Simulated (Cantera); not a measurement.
Input: 1 mol Cu2O, 1.9 mol CO, equilibrated at 4.70 mbar.

Equilibrium computed with Cantera from the NASA thermochemical tables; the gas is ideal and each condensed phase is pure. Candidate condensed phases: C, Cu, CuO, Cu2O; 15 gas species. Rates play no part.

Problem. Which condensed phases are stable at each of these points (T (°C)): 1400, 1475, 1550, 1625, 1700, 1775, 1850, 1925, 2000, 2075, 2150?

Solution. 
```json
[
 {"T (°C)": "1400", "condensed phases": "Cu(l)", "Cu condensed (%)": "97.7"},
 {"T (°C)": "1475", "condensed phases": "Cu(l)", "Cu condensed (%)": "93.7"},
 {"T (°C)": "1550", "condensed phases": "Cu(l)", "Cu condensed (%)": "83.2"},
 {"T (°C)": "1625", "condensed phases": "Cu(l)", "Cu condensed (%)": "51.4"},
 {"T (°C)": "1700", "condensed phases": "gas only", "Cu condensed (%)": "0.0"},
 {"T (°C)": "1775", "condensed phases": "gas only", "Cu condensed (%)": "0.0"},
 {"T (°C)": "1850", "condensed phases": "gas only", "Cu condensed (%)": "0.0"},
 {"T (°C)": "1925", "condensed phases": "gas only", "Cu condensed (%)": "0.0"},
 {"T (°C)": "2000", "condensed phases": "gas only", "Cu condensed (%)": "0.0"},
 {"T (°C)": "2075", "condensed phases": "gas only", "Cu condensed (%)": "0.0"},
 {"T (°C)": "2150", "condensed phases": "gas only", "Cu condensed (%)": "0.0"}
]
```

From 1400 °C to 1625 °C the condensed part is Cu(l). From 1700 °C to 2150 °C nothing is condensed.
